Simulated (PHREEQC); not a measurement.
Dissolve 16 mmol/kgw H2SO4, 0.29 mmol/kgw FeSO4 and 0.051 mmol/kgw Fe2(SO4)3 at 15 °C. Closed to the air; pH follows from the charge balance.

Model: ion-association model, wateq4f.dat, run in PHREEQC.

Each row changes one thing in this solution. No solid was allowed to form.

| case | pH | ionic strength (mol/kgw) | HSO4- (mol/kgw) | SO4-2 (mol/kgw) | Fe+2 (mol/kgw) | FeSO4 (mol/kgw) | SI of Melanterite (FeSO4:7H2O) |
|---|---|---|---|---|---|---|---|
| as made | 1.68 | 0.0327 | 0.00817 | 0.00808 | 0.000209 | 6.98e-5 | -3.98 |
| Fe2(SO4)3 left out | 1.68 | 0.0325 | 0.00816 | 0.00805 | 0.000209 | 6.96e-5 | -3.99 |
| diluted 5-fold with water | 2.29 | 0.00830 | [?] | 0.00249 | 4.90e-5 | 8.68e-6 | -4.89 |
| H2SO4 from 0.016 to 0.0016 mol/kgw | 2.56 | 0.00553 | [?] | 0.00165 | 0.000256 | 3.37e-5 | -4.30 |
| FeSO4 from 0.00029 to 0.00058 mol/kgw | 1.68 | 0.0334 | 0.00825 | 0.00822 | 0.000418 | 0.000140 | -3.68 |

Q: Complete the blanks.

A: 
- diluted 5-fold with water, HSO4- (mol/kgw): 0.000773
- H2SO4 from 0.016 to 0.0016 mol/kgw, HSO4- (mol/kgw): 0.000282

Some of these states are supersaturated (in Hematite (slow to form), Goethite (slow to form), for instance).
